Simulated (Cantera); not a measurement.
Feed: 1 mol Cu, 0.7 mol F2, 0.35 mol H2, at 902 °C and 1000 Pa.

These are equilibrium values from Cantera (NASA tables, ideal gas, pure condensed phases), not measurements of a reactor. Candidate condensed phases: Cu, CuF2; 15 gas species. Mutual solubility and eutectic melting of coexisting phases are not modelled. The numbers say what is thermodynamically allowed, not how fast it happens.

Base state: HF 0.840, CuF 0.0844, CuF2 0.0753 (mole fractions); condensed: Cu(s) + CuF2(l).

Q: What changes in the equilibrium state with this change: temperature from 902 °C to 627 °C?

A: 
```
species       before    after
------------  ------  -------
HF             0.840    1.000
CuF           0.0844  4.89e-5
CuF2          0.0753  4.00e-5
Cu(s), mol     0.615    0.650
CuF2(l), mol   0.252        0
CuF2(s), mol       0    0.350
```
